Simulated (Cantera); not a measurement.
Feed: 1 mol BN, 0.13 mol N2, at 1823 K and 13300 Pa.

Cantera equilibrium calculation (NASA polynomials, part measured and part estimated; ideal gas, pure solids and liquids). Candidate condensed phases: B, BN; 5 gas species. Equilibrium is a limit: real reactors are often held back by kinetics, nucleation or transport.

Base state: N2 1.00 (mole fractions); condensed: BN(s).

### Question
What changes in the equilibrium state with this change: BN replaced by Si3N4?

### Answer
```tsv
species	before	after
N2	1.00	1.000
BN(s), mol	1.00	0
Si3N4(s), mol	0	1.00
```
Further candidate phases: Si, Si3N4.
